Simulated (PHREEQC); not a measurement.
Make-up at 37 °C: 0.0047 mol CO2 and 0.0002 mol CaBr2 per kg of water. Closed to the air; pH follows from the charge balance.

The numbers come from PHREEQC with the ion-association model, phreeqc.dat.

Each row changes one thing in this solution. Precipitation was switched off in this run.

```
case                                    pH  ionic strength (mol/kgw)
------------------------------------  ----  ------------------------
as made                               4.32                  0.000649
CO2 left out                          6.81                  0.000600
CaBr2 from 0.0002 to 0.0001 mol/kgw   4.32                  0.000349
CaBr2 from 0.0002 to 0.002 mol/kgw    4.31                         ?
CaBr2 from 0.0002 to 0.0004 mol/kgw   4.32                   0.00125
CaBr2 from 0.0002 to 0.0003 mol/kgw   4.32                         ?
diluted 2-fold with water             4.47                  0.000334
CaBr2 from 0.0002 to 0.00022 mol/kgw  4.32                  0.000709
```

### Question
Some entries are withheld; supply them.

### Answer

- CaBr2 from 0.0002 to 0.002 mol/kgw, ionic strength (mol/kgw): 0.00605
- CaBr2 from 0.0002 to 0.0003 mol/kgw, ionic strength (mol/kgw): 0.000949

At this temperature some constants are extrapolated from 25 °C, and those without enthalpy data are left unchanged.
